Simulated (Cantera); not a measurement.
## Silicon nitride deposition: SiH2Cl2 + NH3 + N2

Charge: 1 mol SiH2Cl2, 0.12 mol NH3, 47 mol N2, at 16.5 Torr.

These are equilibrium values from Cantera (NASA tables, ideal gas, pure condensed phases), not measurements of a reactor. Candidate condensed phases: NH4Cl, Si, Si3N4; 28 gas species. The tables' values for SiCl, SiCl3, SiN are old estimates; treat these amounts as uncertain. Rates play no part.

From 1075 °C to 1525 °C the condensed part is Si3N4(s). From 1600 °C to 1750 °C the condensed part is Si(l). The main Si-bearing gas is SiCl4 at 1075 °C and SiCl2 at 1750 °C. The share of Si in condensed phases is highest at 1075 °C (89.3 %) and lowest at 1750 °C (10.7 %).

```csv
T (°C),log p N2,log p HCl,log p H2,log p SiCl2,log p Si,log p H,log p SiCl4,n Si3N4(s),n Si(l)
1075,-1.68,-3.12,-3.81,-4.71,-12.46,-7.54,-4.70,0.298,0
1150,-1.68,-3.14,-3.76,-4.28,-11.04,-7.06,-4.96,0.277,0
1225,-1.68,-3.19,-3.67,-3.98,-9.77,-6.60,-5.38,0.244,0
1300,-1.68,-3.27,-3.58,-3.79,-8.63,-6.18,-5.91,0.205,0
1375,-1.68,-3.36,-3.51,-3.66,-7.59,-5.80,-6.48,0.165,0
1450,-1.68,-3.46,-3.45,-3.57,-6.64,-5.46,-7.06,0.130,0
1525,-1.68,-3.57,-3.41,-3.51,-5.77,-5.16,-7.63,0.0991,0
1600,-1.68,-3.66,-3.39,-3.48,-5.05,-4.88,-8.12,0,0.223
1675,-1.68,-3.65,-3.40,-3.49,-4.63,-4.64,-8.41,0,0.191
1750,-1.68,-3.64,-3.41,-3.51,-4.24,-4.43,-8.68,0,0.107
```
log p: log10 of the partial pressure in bar; n: condensed amount in mol.
